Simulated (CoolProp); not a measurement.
Vapour-liquid equilibrium of propylene (1) + R142b (2) at 0.00748 MPa; x and y are mole fractions of (1).

Values from CoolProp's multi-fluid Helmholtz-energy mixture model, Lemmon 2013 and Lemmon 2006; pair parameters Bell 2016.

```csv
x,"bubble temperature, mixture model (°C)","bubble temperature, Raoult's law (°C)","y, mixture model","y, Raoult's law"
0.05,-65.2,-63.8,0.366,0.303
0.15,-73.5,-70.7,0.692,0.621
0.25,-78.7,-75.6,0.821,0.772
0.35,-82.3,-79.3,0.883,0.854
0.45,-84.8,-82.3,0.917,0.904
0.55,-86.6,-84.7,0.940,0.937
0.65,-88.1,-86.8,0.956,0.959
0.75,-89.3,-88.6,0.969,0.975
0.85,-90.5,-90.1,0.981,0.987
0.95,-91.6,-91.5,0.993,0.996
```

The largest gap from Raoult's law is -3.1 K in bubble temperature, at x = 0.25. No azeotrope shows between x = 0.05 and 0.95.

Pair parameters are fitted to limited data, so mixtures are less certain than the pure fluids.
